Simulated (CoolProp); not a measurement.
Saturated liquid density (kg/m³) of R125: the reference equation beside estimates from Tc = 339.2 K, pc = 3618 kPa, ω = 0.305.

Computed with CoolProp (reference Helmholtz-energy equation of state, Lemmon 2005).

```
T (K)  reference  Soave-Redlich-Kwong  Peng-Robinson
-----  ---------  -------------------  -------------
180.9       1664                 1512           1702
183.3       1656                 1506           1695
185.6       1648                 1500           1689
187.9       1641                 1494           1683
190.3       1633                 1487           1676
192.6       1625                 1481           1669
195         1617                 1475           1662
197.3       1610                 1468           1656
199.7       1602                 1461           1648
202         1594                 1455           1641
204.3       1586                 1448           1634
206.7       1578                 1441           1626
```

Absolute difference from the reference over all 12 rows, mean and median: Soave-Redlich-Kwong 8.9 and 8.8 %, Peng-Robinson 2.7 and 2.7 %.
